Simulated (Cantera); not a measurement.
A closed system holds: 1 mol Si2H6, 0.02 mol HCl, 8.7 mol H2, at 2.25 Torr.

These are equilibrium values from Cantera (NASA tables, ideal gas, pure condensed phases), not measurements of a reactor. Candidate condensed phases: Si; 19 gas species. The feed counts by its element totals alone. Gases not in the tables: Si2H6 and higher silanes. Equilibrium is a limit: real reactors are often held back by kinetics, nucleation or transport.

x: gas mole fraction; n: condensed amount in mol.

```tsv
T (°C)	x H2	x H	x HCl	x Si	x SiH	x SiH2	x SiCl2	n Si(s)	n Si(l)
1152	0.998	0.000124	0.00169	5.37e-7	1.31e-7	___	8.62e-6	2.00	0
1177	0.998	0.000173	0.00169	1.03e-6	2.23e-7	___	8.81e-6	2.00	0
1202	0.998	0.000237	0.00169	1.92e-6	3.74e-7	___	8.99e-6	2.00	0
1227	0.998	0.000321	0.00169	3.51e-6	6.16e-7	___	9.16e-6	2.00	0
1252	0.998	0.000431	0.00169	6.29e-6	9.98e-7	___	9.33e-6	2.00	0
1277	0.998	0.000574	0.00169	1.11e-5	1.59e-6	___	9.49e-6	2.00	0
1302	0.998	0.000758	0.00168	1.91e-5	2.50e-6	___	9.65e-6	2.00	0
1327	0.997	0.000991	0.00168	3.25e-5	3.87e-6	___	9.80e-6	2.00	0
1352	0.997	0.00129	0.00168	5.43e-5	5.92e-6	___	9.94e-6	2.00	0
1377	0.997	0.00166	0.00168	8.93e-5	8.92e-6	___	1.01e-5	2.00	0
1402	0.996	0.00212	0.00168	0.000145	1.33e-5	___	1.02e-5	2.00	0
1427	0.995	0.00268	0.00168	0.000226	1.91e-5	___	1.01e-5	0	2.00
1452	0.995	0.00338	0.00167	0.000338	2.64e-5	___	9.73e-6	0	2.00
```

**Question.** Fill in the missing entries.

**Answer.** 
- 1152, x SiH2: 5.41e-7
- 1177, x SiH2: 7.68e-7
- 1202, x SiH2: 1.08e-6
- 1227, x SiH2: 1.49e-6
- 1252, x SiH2: 2.05e-6
- 1277, x SiH2: 2.79e-6
- 1302, x SiH2: 3.75e-6
- 1327, x SiH2: 4.99e-6
- 1352, x SiH2: 6.59e-6
- 1377, x SiH2: 8.63e-6
- 1402, x SiH2: 1.12e-5
- 1427, x SiH2: 1.41e-5
- 1452, x SiH2: 1.71e-5
